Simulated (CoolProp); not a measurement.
Octamethylcyclotetrasiloxane (D4) along the isobar 0.815 MPa: Z from the reference equation and from simpler models built on Tc = 313.4 °C, pc = 1.347 MPa, ω = 0.598; each cubic takes its own stable root.

Computed with CoolProp (reference Helmholtz-energy equation of state, Thol 2015).

| T (°C) | phase | reference |
|---|---|---|
| 103.55 | liquid | 0.08965 |
| 123.85 | liquid | 0.08757 |
| 144.05 | liquid | 0.08593 |
| 164.35 | liquid | 0.08470 |
| 184.65 | liquid | 0.08392 |
| 204.95 | liquid | 0.08365 |
| 225.15 | liquid | 0.08400 |
| 245.45 | liquid | 0.08523 |
| 265.75 | liquid | 0.08800 |
| 286.05 | gas | 0.6532 |
| 306.25 | gas | 0.7228 |
| 326.55 | gas | 0.7708 |
| 346.85 | gas | 0.8068 |

### Question
How far does each simpler model (Redlich-Kwong, Peng-Robinson) lie from the reference over these 13 states: mean and median of the absolute difference, and the worst?

### Answer
- Redlich-Kwong: mean 62.3 %, median 19.5 %, worst +626.0 % at 265.75 °C and 0.815 MPa
- Peng-Robinson: mean 1.9 %, median 2.0 %, worst +3.7 % at 265.75 °C and 0.815 MPa

At some of these states Redlich-Kwong gives the other phase, because its saturation line lies elsewhere.
